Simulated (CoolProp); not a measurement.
Vapour-liquid equilibrium of R124 (1) + R142b (2) at -25.95 °C; x and y are mole fractions of (1).

Model: multi-fluid Helmholtz-energy mixture model, de Vries 1995 and Lemmon 2006; pair parameters Bell 2016, in CoolProp.

Question: Give the bubble pressure and the first vapour's composition at x = 0.05, 0.55, 0.95. Is there an azeotrope?

Answer: x = 0.05: 0.04867 MPa, y = 0.053; x = 0.55: 0.05044 MPa, y = 0.574; x = 0.95: 0.05364 MPa, y = 0.959. No azeotrope shows between x = 0.05 and 0.95.

The pair parameters rest on a limited set of measurements; away from them the model extrapolates.
